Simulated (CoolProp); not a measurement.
Values from CoolProp's reference Helmholtz-energy equation of state, Lemmon 2003. It is a pseudo-pure fit of the blend.

For R410A, give the phase and the cv (kJ/(kg K)), viscosity (µPa s) at 1.45 °C and 1.01 bar.


- 1.45 °C and 1.01 bar: gas; cv 0.669, viscosity 11.8

Viscosity comes from a separate model (Geller 2000).
